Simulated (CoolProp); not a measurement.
Model: reference Helmholtz-energy equation of state, Schmidt 1985, in CoolProp.

Task: For oxygen, give the phase and the cv (kJ/(kg K)), Joule-Thomson coefficient (K/MPa), conductivity (mW/(m K)), fugacity coefficient at -179.15 °C and 5.73 MPa; -179.15 °C and 12.6 MPa.

Result: 
- -179.15 °C and 5.73 MPa: liquid; cv 0.926, Joule-Thomson coefficient -0.316, conductivity 150, fugacity coefficient 0.0304
- -179.15 °C and 12.6 MPa: liquid; cv 0.939, Joule-Thomson coefficient -0.333, conductivity 155, fugacity coefficient 0.0177

Thermal conductivity comes from a separate model (Lemmon 2004).
